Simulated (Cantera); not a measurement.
Feed: 1 mol Al, 0.026 mol H2O, 0.61 mol H2, equilibrated at 1.00 bar.

These are equilibrium values from Cantera (NASA tables, ideal gas, pure condensed phases), not measurements of a reactor. Candidate condensed phases: Al, Al2O3, H2O; 19 gas species. Mutual solubility and eutectic melting of coexisting phases are not modelled. Equilibrium is a limit: real reactors are often held back by kinetics, nucleation or transport.

### Question
Which condensed phases are stable at each of these points (T (°C)): 525, 625, 725, 825, 925, 1025, 1125, 1225?

### Answer
```
T (°C)  condensed phases  Al condensed (%)
------  ----------------  ----------------
525     Al(s) + Al2O3(s)             100.0
625     Al(s) + Al2O3(s)             100.0
725     Al(l) + Al2O3(s)             100.0
825     Al(l) + Al2O3(s)             100.0
925     Al(l) + Al2O3(s)             100.0
1025    Al(l) + Al2O3(s)             100.0
1125    Al(l) + Al2O3(s)             100.0
1225    Al(l) + Al2O3(s)             100.0
```

From 525 °C to 625 °C the condensed part is Al(s) + Al2O3(s). From 725 °C to 1225 °C the condensed part is Al(l) + Al2O3(s).
